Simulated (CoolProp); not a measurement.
Computed with CoolProp (reference Helmholtz-energy equation of state, Thol 2014).

Problem. For diethyl ether, give the phase and the cv (kJ/(kg K)), Joule-Thomson coefficient (K/MPa) at 418.5 K and 27.1 bar.

Solution. 
- 418.5 K and 27.1 bar: liquid; cv 2.08, Joule-Thomson coefficient 0.422
